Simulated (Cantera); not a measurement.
Cantera run:

```python
import numpy as np
import cantera as ct

gas_names = """
    Cu CuO Cu2 H HO2 H2 H2O H2O2 O OH O2 O3
""".split()
cond_names = """
    Cu(cr) Cu(L) CuO(s) CuO2H2(s) Cu2O(s) Cu2O(L) H2O(s) H2O(L)
""".split()


# ... load() reads the species with a 1 bar reference pressure and builds the phases ...
atoms = {
    'Cu': {'Cu': 1},
    'H2O': {'H': 2, 'O': 1},
    'H2': {'H': 2},
}
top_T = {'CuO(s)': 1390}  # K; cautious upper limits of use, not melting points


# ... equilibrate(T, P, feed) seeds the gas with the atoms and calls Mixture.equilibrate('TP', solver="vcs", rtol=1e-11, max_steps=5000) ...
results = []
feed = {'Cu': 1, 'H2O': 29, 'H2': 12}  # mol
T = 1423  # K
P = 13332.2  # Pa
mix = equilibrate(T, P, feed)
results.append((T, P, feed, dict(zip(mix.species_names, mix.species_moles))))
print(gas.report(threshold=0.0001))
for i in range(1, mix.n_phases):
    print(f"{mix.phase(i).name:16s} {mix.phase_moles(i):12.5e} mol")
```

Output:

```
       temperature   1423 K
          pressure   13332 Pa
           density   0.015024 kg/m^3
  mean mol. weight   13.333 kg/kmol
   phase of matter   gas

                          1 kg             1 kmol
                     ---------------   ---------------
          enthalpy       -9.7174e+06       -1.2956e+08  J
   internal energy       -1.0605e+07       -1.4139e+08  J
           entropy             18691        2.4921e+05  J/K
    Gibbs function       -3.6315e+07       -4.8419e+08  J
 heat capacity c_p            3171.6             42287  J/K
 heat capacity c_v              2548             33972  J/K

                      mass frac. Y      mole frac. X     chem. pot. / RT
                     ---------------   ---------------   ---------------
                H2          0.044253           0.29267           -21.694
               H2O           0.95567            0.7073           -48.882
     [  +10 minor]        7.6227e-05        2.6053e-05

Cu(L)             9.99356e-01 mol
CuO2H2(s)         0.00000e+00 mol
Cu2O(s)           0.00000e+00 mol
```

Cantera equilibrium calculation (NASA polynomials, part measured and part estimated; ideal gas, pure solids and liquids).
